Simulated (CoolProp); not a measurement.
CH2F2 (R32) along the isobar 83.5 bar: Z from the reference equation and from simpler models built on Tc = 351.3 K, pc = 57.83 bar, ω = 0.277; each cubic takes its own stable root.

The numbers come from the reference Helmholtz-energy equation of state, Tillner-Roth 1997 in CoolProp.

| T (K) | phase | reference | van der Waals | Peng-Robinson |
|---|---|---|---|---|
| 297.6 | liquid | 0.1756 | 0.3218 | 0.2009 |
| 311.3 | liquid | 0.1771 | 0.3208 | 0.2048 |
| 325.1 | liquid | 0.1811 | 0.3229 | 0.2128 |
| 338.8 | liquid | 0.1891 | 0.3290 | 0.2277 |
| 352.6 | supercritical | 0.2069 | 0.3416 | 0.2582 |
| 366.3 | supercritical | 0.2661 | 0.3665 | 0.3360 |
| 380 | supercritical | 0.4413 | 0.4196 | 0.4807 |
| 393.8 | supercritical | 0.5581 | 0.5122 | 0.5839 |
| 407.5 | supercritical | 0.6337 | 0.5919 | 0.6538 |
| 421.3 | supercritical | 0.6896 | 0.6497 | 0.7067 |
| 435 | supercritical | 0.7330 | 0.6933 | 0.7483 |
